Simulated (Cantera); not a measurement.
# Calcination and drying: Ca(OH)₂ + H₂O

Charge: 1 mol Ca(OH)₂, 0.28 mol H₂O, held at 1.40 bar.

Cantera equilibrium calculation (NASA polynomials, part measured and part estimated; ideal gas, pure solids and liquids). Candidate condensed phases: Ca, CaO, Ca(OH)₂, H₂O; 14 gas species. Equilibrium is a limit: real reactors are often held back by kinetics, nucleation or transport.

```json
[
 {"T (K)": "1023", "log p H₂O": "0.15", "log p H₂": "-6.31", "log p O₂": "-6.62", "log p OH": "-7.66", "log p Ca(OH)₂": "-10.41", "log p H": "-11.54", "log p O": "<-11", "n CaO(s)": "1.00"},
 {"T (K)": "1123", "log p H₂O": "0.15", "log p H₂": "-5.56", "log p O₂": "-5.87", "log p OH": "-6.73", "log p Ca(OH)₂": "-9.20", "log p H": "-10.15", "log p O": "-11.29", "n CaO(s)": "1.00"},
 {"T (K)": "1223", "log p H₂O": "0.15", "log p H₂": "-4.92", "log p O₂": "-5.24", "log p OH": "-5.96", "log p Ca(OH)₂": "-8.20", "log p H": "-8.98", "log p O": "-10.02", "n CaO(s)": "1.00"},
 {"T (K)": "1323", "log p H₂O": "0.15", "log p H₂": "-4.38", "log p O₂": "-4.71", "log p OH": "-5.30", "log p Ca(OH)₂": "-7.35", "log p H": "-7.99", "log p O": "-8.93", "n CaO(s)": "1.00"},
 {"T (K)": "1423", "log p H₂O": "0.15", "log p H₂": "-3.92", "log p O₂": "-4.26", "log p OH": "-4.73", "log p Ca(OH)₂": "-6.61", "log p H": "-7.14", "log p O": "-8.00", "n CaO(s)": "1.00"},
 {"T (K)": "1523", "log p H₂O": "0.15", "log p H₂": "-3.52", "log p O₂": "-3.86", "log p OH": "-4.24", "log p Ca(OH)₂": "-5.98", "log p H": "-6.39", "log p O": "-7.19", "n CaO(s)": "1.000"},
 {"T (K)": "1623", "log p H₂O": "0.15", "log p H₂": "-3.16", "log p O₂": "-3.51", "log p OH": "-3.81", "log p Ca(OH)₂": "-5.43", "log p H": "-5.74", "log p O": "-6.48", "n CaO(s)": "1.000"},
 {"T (K)": "1723", "log p H₂O": "0.15", "log p H₂": "-2.85", "log p O₂": "-3.21", "log p OH": "-3.43", "log p Ca(OH)₂": "-4.94", "log p H": "-5.16", "log p O": "-5.85", "n CaO(s)": "1.000"},
 {"T (K)": "1823", "log p H₂O": "0.14", "log p H₂": "-2.56", "log p O₂": "-2.93", "log p OH": "-3.09", "log p Ca(OH)₂": "-4.50", "log p H": "-4.65", "log p O": "-5.29", "n CaO(s)": "1.000"},
 {"T (K)": "1923", "log p H₂O": "0.14", "log p H₂": "-2.31", "log p O₂": "-2.69", "log p OH": "-2.79", "log p Ca(OH)₂": "-4.12", "log p H": "-4.18", "log p O": "-4.79", "n CaO(s)": "1.000"}
]
```
log p: log10 of the partial pressure in bar; n: condensed amount in mol.

From 1023 K to 1923 K the condensed part is CaO(s).
